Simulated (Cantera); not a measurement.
Input (Python, Cantera):

```python
import numpy as np
import cantera as ct

gas = ct.Solution("SiF4_NH3_mec.yaml", "gas")
gas.TPX = 2148, 2666, {'NH3': 1, 'N2': 13}
reactor = ct.IdealGasConstPressureReactor(gas, energy="off", clone=False)
net = ct.ReactorNet([reactor])
net.rtol, net.atol = 1e-08, 1e-18
show = ['NH3', 'N2H2', 'NH2', 'N', 'N2', 'N2H4', 'NH']
times = np.geomspace(0.0002, 100, 13)

steps = ct.SolutionArray(gas, extra=["t"])
rows = []
print(f"{'t/s':>10s}{'T/K':>9s}{'P/Pa':>11s}" + "".join(f"{s:>11s}" for s in show))
for t in times:
    while net.time < t:
        t_next = net.step()
        steps.append(gas.state, t=t_next)
    rows.append([np.interp(t, steps.t, y) for y in (steps.T, steps.P, *steps(*show).X.T)])
    print(f"{t:10.3e}{rows[-1][0]:9.1f}{rows[-1][1]:11.4g}" + "".join(f"{x:11.3e}" for x in rows[-1][2:]))
rate = np.gradient(steps.T, steps.t)
print("integrator steps:", len(steps.t))
if steps.T.max() > steps.T[0] + 200:
    print(f"time of steepest temperature rise: {steps.t[rate.argmax()]:.4e} s")
gas.TPX = 2148, 2666, {'NH3': 1, 'N2': 13}
gas.equilibrate("TP")
print(f"equilibrium (TP): T = {gas.T:.1f} K  " + "  ".join(f"{s} {gas[s].X[0]:.3e}" for s in show))
```

It prints:

```
       t/s      T/K       P/Pa        NH3       N2H2        NH2          N         N2       N2H4         NH
 2.000e-04   2148.0       2666  7.139e-02  7.869e-10  3.453e-05  3.867e-11  9.286e-01  4.763e-12  2.739e-08
 5.970e-04   2148.0       2666  7.132e-02  9.299e-09  1.056e-04  1.214e-09  9.285e-01  4.493e-11  3.106e-07
 1.782e-03   2148.0       2666  7.109e-02  1.155e-07  3.113e-04  1.990e-08  9.284e-01  3.916e-10  2.610e-06
 5.318e-03   2148.0       2666  7.014e-02  9.427e-07  7.845e-04  1.639e-07  9.280e-01  2.490e-09  1.079e-05
 1.587e-02   2148.0       2666  6.580e-02  1.612e-06  8.402e-04  1.127e-06  9.262e-01  2.856e-09  2.169e-05
 4.738e-02   2148.0       2666  5.416e-02  1.126e-06  5.714e-04  2.944e-06  9.216e-01  1.321e-09  2.560e-05
 1.414e-01   2148.0       2666  3.199e-02  5.372e-07  3.323e-04  4.172e-06  9.127e-01  4.468e-10  2.286e-05
 4.221e-01   2148.0       2666  8.506e-03  1.016e-07  1.176e-04  3.840e-06  9.032e-01  5.592e-11  1.317e-05
 1.260e+00   2148.0       2666  3.144e-04  2.067e-09  1.079e-05  2.460e-06  8.996e-01  4.703e-13  3.222e-06
 3.761e+00   2148.0       2666  7.021e-07  5.416e-13  9.441e-08  3.351e-07  8.981e-01  3.587e-17  1.116e-07
 1.122e+01   2148.0       2666  2.203e-08  1.832e-14  5.371e-09  6.270e-08  8.966e-01  1.160e-19  1.152e-08
 3.350e+01   2148.0       2666  1.203e-08  1.627e-14  3.048e-09  3.843e-08  8.964e-01  3.759e-20  6.793e-09
 1.000e+02   2148.0       2666  1.192e-08  1.626e-14  3.021e-09  3.809e-08  8.964e-01  3.693e-20  6.733e-09
integrator steps: 2026
equilibrium (TP): T = 2148.0 K  NH3 1.192e-08  N2H2 1.626e-14  NH2 3.021e-09  N 3.809e-08  N2 8.964e-01  N2H4 3.693e-20  NH 6.733e-09
```

Cantera simulation using the gas-phase N/H chemistry of the illustrative SiF4/NH3 mechanism in the Surface Chemkin manual (1991); the numbers are that mechanism's predictions, not measurements. Walls and surfaces, which speed up NH3 decomposition in real reactors, are not modelled.
